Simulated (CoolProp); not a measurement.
A single-stage vapour-compression cycle with propyne: evaporating at 288.15 K (dew point), condensing at 342.15 K (bubble point), superheat 2 K, subcooling 5 K, compressor efficiency 0.9, no pressure losses. Each further row changes one setting.

Values from CoolProp's reference Helmholtz-energy equation of state, Polt 1992. This equation is an older, rougher fit; its heat capacities, sound speeds and derivatives of the liquid may be far off and weren't checked against measurements.

```
case                              cooling COP  pressure ratio  discharge temperature (K)  refrigerating effect (kJ/kg)  volumetric capacity (kJ/m³)
--------------------------------  -----------  --------------  -------------------------  ----------------------------  ---------------------------
as stated                                3.93            4.10                      363.8                           359                         2830
evaporating temperature 293.15 K          [?]            3.52                      361.6                           365                         3310
condensing temperature 337.15 K          4.45             [?]                        [?]                           373                         2940
subcooling 10 K                          4.09            4.10                      363.8                           373                         2940
superheat 12 K                           3.93            4.10                        [?]                           377                         2830
compressor efficiency 0.8                3.49            4.10                        [?]                           359                         2830
```

Task: Complete the blanks.

Result: 
- evaporating temperature 293.15 K, cooling COP: 4.48
- condensing temperature 337.15 K, pressure ratio: 3.66
- condensing temperature 337.15 K, discharge temperature (K): 357.4
- superheat 12 K, discharge temperature (K): 373.9
- compressor efficiency 0.8, discharge temperature (K): 369.1
